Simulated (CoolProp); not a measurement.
A simple Rankine cycle with water: condensing at 295.15 K, boiler at 2.27 MPa, turbine inlet 506.9 K, turbine efficiency 0.65, pump efficiency 0.7, no recuperator. Each further row changes one setting.

Computed with CoolProp (reference Helmholtz-energy equation of state, Wagner 2002).

```tsv
case	thermal efficiency (%)	net work (kJ/kg)	heat in (kJ/kg)	turbine exit temperature (K)	volume ratio over the turbine
as stated	22.7	625	2750	295.1	483
turbine inlet 526.9 K	22.8	640	2810	295.1	464
condensing temperature 287.15 K	23.6	656	2780	287.1	772
boiler pressure 1.59 MPa	21.7	606	2790	295.1	334
turbine efficiency 0.55	19.2	528	2750	295.1	505
```

The expansion ends wet for: as stated; turbine inlet 526.9 K; condensing temperature 287.15 K; boiler pressure 1.59 MPa; turbine efficiency 0.55.
